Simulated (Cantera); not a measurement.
Input: 1 mol Si2Cl6, 0.57 mol HCl, 180 mol N2, held at 19.0 mbar.

Cantera equilibrium calculation (NASA polynomials, part measured and part estimated; ideal gas, pure solids and liquids). Candidate condensed phases: NH4Cl, Si, Si3N4; 28 gas species. The feed counts by its element totals alone. N2 is the only nitrogen source here; it is nearly inert below about 1500 K, so the nitride shown seldom forms there in practice. Rates play no part.

What share of the Si ends up in condensed phases as a function of T (K), at 948, 1048, 1148, 1248, 1348, 1448, 1548, 1648?


```tsv
T (K)	Si condensed (%)	as
948	24.8	Si3N4(s)
1048	24.8	Si3N4(s)
1148	24.3	Si3N4(s)
1248	21.7	Si3N4(s)
1348	9.8	Si3N4(s)
1448	0.0	-
1548	0.0	-
1648	0.0	-
```
